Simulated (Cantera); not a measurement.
Feed: 1 mol CH₃F, 0.097 mol CH₄, at 1000 Pa.

Cantera equilibrium calculation (NASA polynomials, part measured and part estimated; ideal gas, pure solids and liquids). Candidate condensed phases: C, C₆H₆, C₇H₈, C₈H₁₈; 95 gas species. Kinetics and transport are ignored. All values below are at 2600 K.

Base state: HF 0.402, H₂ 0.360, H 0.230, C₂H₂ (acetylene) 0.00584, F 0.000690, C₂H 0.000329, C₃ 0.000221, C 6.24e-5 (mole fractions); condensed: C(graphite).

Question: What changes in the equilibrium state with this change: pressure from 1000 Pa to 5.60 Pa?

Answer: 
```json
[
 {"species": "H", "before": "0.230", "after": "0.652"},
 {"species": "HF", "before": "0.402", "after": "0.248"},
 {"species": "C₃", "before": "0.000221", "after": "0.0395"},
 {"species": "H₂", "before": "0.360", "after": "0.0162"},
 {"species": "C", "before": "6.24e-5", "after": "0.0111"},
 {"species": "F", "before": "0.000690", "after": "0.0268"},
 {"species": "C₄", "before": "2.03e-7", "after": "3.62e-5"},
 {"species": "C₂", "before": "2.08e-5", "after": "0.00371"},
 {"species": "C₅", "before": "1.00e-6", "after": "0.000179"},
 {"species": "CF", "before": "3.03e-5", "after": "0.00118"},
 {"species": "C₂H₂ (acetylene)", "before": "0.00584", "after": "0.000262"},
 {"species": "C(graphite), mol", "before": "1.06", "after": "0.582"}
]
```
